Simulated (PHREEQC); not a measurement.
A solution holds 0.018 mol NH4HF2, 0.00085 mol H2SiF6 and 0.066 mol H2SO4 per kg of water, at 25 °C. Closed to the air; pH follows from the charge balance.

All values are PHREEQC results (ion-association model, phreeqc.dat), not measurements.

This is a speciation only: nothing precipitates in the calculation.

Problem. Order these S species by the share of S that they hold, largest first: HSO4-, SO4-2, NH4SO4-.

Solution. HSO4- (71 %), SO4-2 (27 %), NH4SO4- (2.0 %)

The pH is 1.24 and the ionic strength 0.105 mol/kgw. Complexes and solids missing from the database can't appear. SiF6-2 is the database's only silicon fluoride.
